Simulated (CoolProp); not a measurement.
Vapour-liquid equilibrium of hydrogen sulfide (1) + n-pentane (2) at 229.4 K; x and y are mole fractions of (1).

Computed with CoolProp (multi-fluid Helmholtz-energy mixture model, Lemmon 2006 and Thol 2019; pair parameters Kunz 2012).

```csv
x,"bubble pressure, mixture model (MPa)","bubble pressure, Raoult's law (MPa)","y, mixture model","y, Raoult's law"
0.05,0.02112,0.01297,0.904,0.845
0.2,0.08876,0.04552,0.980,0.963
0.35,0.1407,0.07808,0.989,0.982
0.5,0.1658,0.1106,0.992,0.990
0.65,0.1766,0.1432,0.993,0.995
0.8,0.1878,0.1757,0.994,0.998
0.95,0.2090,0.2083,0.998,0.999
```

The largest gap from Raoult's law is +95.0 % in bubble pressure, at x = 0.2. No azeotrope shows between x = 0.05 and 0.95.

Pair parameters are fitted to limited data, so mixtures are less certain than the pure fluids. With so large a gap from Raoult's law the liquid may split in two, which this calculation doesn't test in full.
